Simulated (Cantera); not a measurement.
What does this Cantera script print?

```python
import numpy as np
import cantera as ct

gas = ct.Solution("gri30.yaml")
gas.TPX = 398, 610000, {'CO': 1, 'H2': 0.26, 'CH4': 0.18, 'O2': 0.707, 'N2': 2.66}
inlet = ct.Reservoir(gas, clone=True)
gas.equilibrate("HP")  # start burning
reactor = ct.IdealGasConstPressureReactor(gas, energy="on", clone=False)
exhaust = ct.Reservoir(gas, clone=True)
tau = [0.23, 0.086, 0.031, 0.012, 0.0042, 0.0016, 0.00057, 0.00021, 7.6e-05][0]
for a, b in ((inlet, reactor), (reactor, exhaust)):
    ct.MassFlowController(a, b, mdot=lambda t: reactor.mass / tau)
net = ct.ReactorNet([reactor])
show = ['CO', 'H2', 'CH4', 'C2H4', 'O', 'NO']

rows = []
print(f"{'tau/s':>10s}{'T/K':>9s}" + "".join(f"{s:>11s}" for s in show))
for tau in [0.23, 0.086, 0.031, 0.012, 0.0042, 0.0016, 0.00057, 0.00021, 7.6e-05]:
    net.initial_time = 0.0
    net.advance(30 * tau)
    before = gas.X
    net.advance(40 * tau)
    drift = np.max(np.abs(gas.X - before) / (gas.X + 1e-9))
    rows.append([gas.T, *gas[show].X, drift])
    print(f"{tau:10.3e}{gas.T:9.1f}" + "".join(f"{x:11.3e}" for x in gas[show].X))
```

Result:

```
     tau/s      T/K         CO         H2        CH4       C2H4          O         NO
 2.300e-01   2325.7  1.116e-01  1.574e-02  8.129e-07  1.469e-11  2.079e-05  2.486e-04
 8.600e-02   2324.3  1.116e-01  1.575e-02  1.847e-06  7.945e-11  2.518e-05  2.582e-04
 3.100e-02   2321.2  1.117e-01  1.577e-02  3.733e-06  3.496e-10  3.671e-05  2.764e-04
 1.200e-02   2315.5  1.120e-01  1.581e-02  6.269e-06  1.039e-09  6.230e-05  2.988e-04
 4.200e-03   2304.1  1.125e-01  1.591e-02  1.026e-05  2.675e-09  1.284e-04  3.178e-04
 1.600e-03   2285.8  1.134e-01  1.609e-02  1.616e-05  5.567e-09  2.625e-04  3.138e-04
 5.700e-04   2253.0  1.152e-01  1.647e-02  2.769e-05  1.160e-08  5.594e-04  2.760e-04
 2.100e-04   2201.6  1.182e-01  1.710e-02  5.029e-05  2.421e-08  1.109e-03  2.121e-04
 7.600e-05   2122.4  1.232e-01  1.802e-02  1.025e-04  5.744e-08  2.045e-03  1.412e-04
```

Computed with Cantera and GRI-Mech 3.0 (53 species, 325 reactions).
